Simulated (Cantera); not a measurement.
## Catalytic combustion on Pt

An isothermal plug-flow reactor at 450 K and 0.230 bar (inlet), inlet velocity 0.18 m/s, active area per volume 410 1/m; feed H2 : O2 : N2 : H2O = 0.031 : 0.014 : 0.79 : 0.012 (molar parts), equivalence ratio 1.1.

Computed with Cantera and Deutschmann's 1995 Pt surface mechanism with GRI-Mech 3.0 gas chemistry. Catalytic surfaces can have several steady states; this one follows from the mechanism file's or the stated starting coverage. Mass transfer to the wall is taken as infinitely fast.

```csv
z (m),x H2,x O2,x H2O,θ free Pt,θ H*
0.00011,0.0209,0.00867,0.0303,0.563,0.434
0.00023,0.0104,0.00338,0.0411,0.644,0.352
0.00049,0.00404,0.000219,0.0476,0.727,0.268
0.0011,0.00360,1.78e-7,0.0480,0.735,0.260
0.0023,0.00360,<1e-12,0.0480,0.735,0.260
0.0049,0.00360,<1e-12,0.0480,0.735,0.260
0.011,0.00360,<1e-12,0.0480,0.735,0.260
```
x: gas mole fraction; θ: surface coverage.
